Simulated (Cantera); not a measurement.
Equilibrium for hydrogen reduction and annealing atmospheres: PbO + H2 + H2O

Charge: 1 mol PbO, a varied amount of H2, 0.035 mol H2O, at 100 Torr.

These are equilibrium values from Cantera (NASA tables, ideal gas, pure condensed phases), not measurements of a reactor. Candidate condensed phases: H2O, Pb, PbO, PbO2, Pb3O4; 12 gas species. The numbers say what is thermodynamically allowed, not how fast it happens.

Problem. Map the stable condensed phases over T = 923, 973, 1023, 1073, 1123, 1173, 1223, 1273, 1323, 1373, 1423, 1473, 1523, 1573 K and n(H2) in mol = 2.7, 3.8, 4.9, 6, 7.1, 8.2, 9.3, 10, 12, 13, 14, 15, 16.

Solution. 
```
T in K \ n(H2) in mol
         2.7 3.8 4.9   6 7.1 8.2 9.3  10  12  13  14  15  16
   1573    A   A   A   A   A   A   A   A   A   A   A   A   A
   1523    B   A   A   A   A   A   A   A   A   A   A   A   A
   1473    B   B   B   B   A   A   A   A   A   A   A   A   A
   1423    B   B   B   B   B   B   B   B   A   A   A   A   A
   1373    B   B   B   B   B   B   B   B   B   B   B   B   B
   1323    B   B   B   B   B   B   B   B   B   B   B   B   B
   1273    B   B   B   B   B   B   B   B   B   B   B   B   B
   1223    B   B   B   B   B   B   B   B   B   B   B   B   B
   1173    B   B   B   B   B   B   B   B   B   B   B   B   B
   1123    B   B   B   B   B   B   B   B   B   B   B   B   B
   1073    B   B   B   B   B   B   B   B   B   B   B   B   B
   1023    B   B   B   B   B   B   B   B   B   B   B   B   B
    973    B   B   B   B   B   B   B   B   B   B   B   B   B
    923    B   B   B   B   B   B   B   B   B   B   B   B   B
```
A: gas only; B: Pb.
